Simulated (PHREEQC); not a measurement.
Make-up at 65 °C: 0.082 mol/kgw HF, 0.0098 mol/kgw NH4HF2 and 1.6e-05 mol/kgw H4SiO4. Closed to the air; pH follows from the charge balance.

All values are PHREEQC results (ion-association model, wateq4f.dat), not measurements.

Each row changes one thing in this solution. No solid was allowed to form.

```tsv
case	pH	ionic strength (mol/kgw)	HF (mol/kgw)	F- (mol/kgw)	H2F2 (mol/kgw)	HF2- (mol/kgw)	SI of Quartz (SiO2)
as made	2.54	0.0130	0.0784	0.00962	0.00342	0.00332	-7.71
temperature from 65 to 20 °C	2.37	0.0146	0.0611	0.0118	0.0116	0.00267	-9.97
temperature from 65 to 40 °C	2.43	0.0140	0.0698	0.0107	0.00731	0.00316	-8.99
NH4HF2 left out	2.27	0.00578	0.0695	0.00439	0.00268	0.00134	-6.79
temperature from 65 to 80 °C	2.64	0.0124	0.0819	0.00913	0.00200	0.00321	-6.92
temperature from 65 to 90 °C	2.71	0.0120	0.0837	0.00887	0.00136	0.00308	-6.38
HF replaced by NaBF4 at the same molality	3.18	0.0924	0.0159	0.0100	0.000143	0.000715	-5.10
HF left out	3.50	0.0102	0.00892	0.00974	4.43e-5	0.000382	-3.93
```

Constants without temperature data keep their 25 °C values here. SiF6-2 is the database's only silicon fluoride. Real BF4- forms and hydrolyses slowly; the run takes it at equilibrium.
